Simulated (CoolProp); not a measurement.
Saturated liquid density (kg/m³) of water: the reference equation beside estimates from Tc = 373.9 °C, pc = 22.06 MPa, ω = 0.344.

Values from CoolProp's reference Helmholtz-energy equation of state, Wagner 2002.

```tsv
T (°C)	reference	Redlich-Kwong	Peng-Robinson
181.85	885.0	609.3	728.7
204.25	?	585.7	703.9
226.65	831.6	560.1	676.2
249.05	800.3	532.2	644.9
271.45	765.0	501.4	609.1
293.75	724.7	467.2	567.6
316.15	676.5	?	?
338.55	615.3	379.9	?
```

**Question.** Complete the blanks.

**Answer.** 
- 204.25, reference: 859.6
- 316.15, Redlich-Kwong: 427.6
- 316.15, Peng-Robinson: 517.9
- 338.55, Peng-Robinson: 455.6

Absolute difference from the reference over all 8 rows, mean and median: Redlich-Kwong 34.3 and 34.0 %, Peng-Robinson 20.7 and 19.9 %.
